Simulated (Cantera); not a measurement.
Source: NASA polynomial tables (part measured, part estimated), evaluated in Cantera. Values are per mole of reaction as written; species without (g) are pure solids or liquids, kept so even where they would boil at 1 bar.

Problem. Between 1573 and 2173 K, where is each reaction favourable under standard conditions?
- 2 HI(g) + Pb ⇌ PbI2(g) + H2(g)

Solution. 
- 2 HI(g) + Pb ⇌ PbI2(g) + H2(g): ΔG° is -64 kJ at 1573 K and -62 kJ at 2173 K; it stays negative (K > 1). ΔH° is -73 kJ and ΔS° -5 J/K at 2173 K.
